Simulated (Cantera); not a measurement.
# N₂O + SO₂ + O₂ (abatement and gas-phase synthesis)

Feed: 1 mol N₂O, 0.039 mol SO₂, 0.44 mol O₂, held at 1.90e7 Pa.

Method: chemical equilibrium by Gibbs-energy minimisation in Cantera with the NASA 1993 tables (ideal gas, pure condensed phases). Candidate condensed phases: S; 32 gas species. Ions and electrons are included (thermal ionisation). The ideal-gas law is rough above about 30 bar. Kinetics and transport are ignored.

| T (K) | x N₂ | x O₂ | x O | x NO | x SO₂ |
|---|---|---|---|---|---|
| 2500 | 0.492 | 0.461 | 0.000713 | 0.0269 | 0.0194 |
| 3000 | 0.477 | 0.443 | 0.00547 | 0.0540 | 0.0194 |
| 3500 | 0.456 | 0.415 | 0.0230 | 0.0858 | 0.0186 |
| 4000 | 0.430 | 0.369 | 0.0656 | 0.116 | 0.0164 |
| 4500 | 0.399 | 0.304 | 0.141 | 0.136 | 0.0121 |
| 5000 | 0.368 | 0.227 | 0.242 | 0.143 | 0.00699 |
x: gas mole fraction; nothing condenses.

From 2500 K to 5000 K nothing is condensed.
